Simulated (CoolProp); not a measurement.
Vapour-liquid equilibrium of CHF3 (R23) (1) + R11 (2) at 234.6 K; x and y are mole fractions of (1).

Computed with CoolProp (multi-fluid Helmholtz-energy mixture model, Penoncello 2003 and Jacobsen 1992; pair parameters Bell 2016).

Problem. Give the bubble pressure and the first vapour's composition at x = 0.05, 0.35, 0.95. Is there an azeotrope?

Solution. x = 0.05: 0.1274 MPa, y = 0.956; x = 0.35: 0.5636 MPa, y = 0.990; x = 0.95: 0.7084 MPa, y = 0.997. No azeotrope shows between x = 0.05 and 0.95.

Pair parameters are fitted to limited data, so mixtures are less certain than the pure fluids. With so large a gap from Raoult's law the liquid may split in two, which this calculation doesn't test in full.
